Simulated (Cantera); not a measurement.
Input: 1 mol Si2Cl6, 5.3 mol NH3, 19 mol N2, held at 1048 K and 0.240 bar.

Method: chemical equilibrium by Gibbs-energy minimisation in Cantera with the NASA 1993 tables (ideal gas, pure condensed phases). Candidate condensed phases: NH4Cl, Si, Si3N4; 28 gas species. The feed counts by its element totals alone. Equilibrium is a limit: real reactors are often held back by kinetics, nucleation or transport.

Base state: N2 0.655, H2 0.170, HCl 0.169, SiCl4 0.00579, SiHCl3 5.97e-5 (mole fractions); condensed: Si3N4(s).

Task: What changes in the equilibrium state with this change: temperature from 1048 K to 1973.15 K?

Result: 
```tsv
species	before	after
N2	0.655	0.662
H2	0.170	0.207
HCl	0.169	0.0743
SiCl2	2.71e-7	0.0532
SiCl	<1e-9	0.000288
H	6.51e-9	0.00125
Si	<1e-9	0.000106
Si3N4(s), mol	0.606	0.0736
```
The tables' values for SiCl3, SiCl, SiN are old estimates; treat these amounts as uncertain. Gases not in the tables: Si2H6 and higher silanes.

Task: What changes in the equilibrium state with this change: Si2Cl6 replaced by SiHCl3?

Result: 
```csv
species,before,after
N2,0.655,0.679
H2,0.170,0.225
HCl,0.169,0.0956
SiCl4,0.00579,0.000332
SiHCl3,5.97e-5,8.01e-6
"Si3N4(s), mol",0.606,0.330
```
